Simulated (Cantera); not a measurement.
Charge: 1 mol SiH4, 2.7 mol O2, held at 723.15 K and 1.00 Torr.

Method: chemical equilibrium by Gibbs-energy minimisation in Cantera with the NASA 1993 tables (ideal gas, pure condensed phases). Candidate condensed phases: H2O, Si, SiO2; 18 gas species. The numbers say what is thermodynamically allowed, not how fast it happens.

Base state: H2O 0.741, O2 0.259 (mole fractions); condensed: SiO2(α-quartz).

Question: What changes in the equilibrium state with this change: O2 from 2.7 to 0.13 mol?

Answer: 
```tsv
species	before	after
H2	<1e-9	1.00
H2O	0.741	<1e-9
O2	0.259	<1e-9
SiO2(α-quartz), mol	1.00	0.130
Si(s), mol	0	0.870
```
